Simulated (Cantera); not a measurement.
A perfectly stirred reactor is fed with N2O : O2 = 1 : 0.056 (molar parts), at 0.00590 bar; it is held at 1400 K, and followed from long to short residence time.

Computed with Cantera and GRI-Mech 3.0 (53 species, 325 reactions). GRI-Mech 3.0 was tuned for natural gas; its chemistry of N2O as a main component is partial and can be far from experiment. Radical loss at walls, strong at low pressure, is not modelled. The temperature is held fixed by assumption; the heat of reaction is taken as removed at once.

Task: Predict: x(N2O) at τ = 16.0 s; x(O2) at τ = 16.0 s; x(NO2) at τ = 16.0 s; x(NO) at τ = 16.0 s; x(N2) at τ = 16.0 s; x(N2O) at τ = 0.260 s; x(O2) at τ = 0.260 s; x(NO2) at τ = 0.260 s; x(NO) at τ = 0.260 s; x(N2) at τ = 0.260 s.

Result: x(N2O) at τ = 16.0 s: 0.297
x(O2) at τ = 16.0 s: 0.218
x(NO2) at τ = 16.0 s: 1.50e-5
x(NO) at τ = 16.0 s: 0.0868
x(N2) at τ = 16.0 s: 0.398
x(N2O) at τ = 0.260 s: 0.914
x(O2) at τ = 0.260 s: 0.0613
x(NO2) at τ = 0.260 s: 2.11e-7
x(NO) at τ = 0.260 s: 0.00434
x(N2) at τ = 0.260 s: 0.0199
